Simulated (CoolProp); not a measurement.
Properties of R1123 along the isotherm 480 K (Tc = 331.7 K, pc = 4549 kPa, ω = 0.243).

Computed with CoolProp (reference Helmholtz-energy equation of state, Akasaka 2020).

| p (kPa) | phase | density (kg/m³) | expansivity (1/kK) |
|---|---|---|---|
| 525 | gas | 10.90 | 2.180 |
| 1050 | gas | 22.02 | 2.280 |
| 1570 | gas | 33.25 | ___ |
| 2100 | gas | ___ | 2.489 |
| 2620 | gas | 56.63 | ___ |
| 3150 | gas | ___ | ___ |
| 3670 | gas | 80.95 | 2.825 |
| 4200 | gas | 93.59 | 2.943 |
| 4720 | supercritical | 106.2 | 3.062 |
| 5250 | supercritical | ___ | 3.184 |
| 5770 | supercritical | 132.4 | 3.305 |
| 6300 | supercritical | 146.0 | 3.428 |
| 6820 | supercritical | ___ | ___ |

Q: Some entries are withheld; supply them.

A: 
- 1570, expansivity (1/kK): 2.382
- 2100, density (kg/m³): 44.93
- 2620, expansivity (1/kK): 2.598
- 3150, density (kg/m³): 68.78
- 3150, expansivity (1/kK): 2.711
- 5250, density (kg/m³): 119.3
- 6820, density (kg/m³): 159.6
- 6820, expansivity (1/kK): 3.549
